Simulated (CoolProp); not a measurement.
The fluid at 234.35 K and 0.251 MPa is throttled through a valve to 0.128 MPa with no heat exchange. The same conditions are run with several fluids, on thermodynamics alone (safety and materials aside).

Computed with CoolProp (reference Helmholtz-energy equation of state of each fluid (n-perfluoropentane: Gao 2022; R1224YDZ: Akasaka 2023; n-perfluorobutane: Gao 2022; trans-2-butene: Lemmon 2005; octamethyltrisiloxane (MDM): Thol 2017)).

```tsv
fluid	temperature change (K)	final density (kg/m³)
n-perfluoropentane	+0.0	[?]
R1224YDZ	+0.0	[?]
n-perfluorobutane	+0.0	[?]
trans-2-butene	+0.1	669
octamethyltrisiloxane (MDM)	+0.1	[?]
```

Some entries are withheld; supply them.


- n-perfluoropentane, final density (kg/m³): 1800
- R1224YDZ, final density (kg/m³): 1520
- n-perfluorobutane, final density (kg/m³): 1720
- octamethyltrisiloxane (MDM), final density (kg/m³): 878
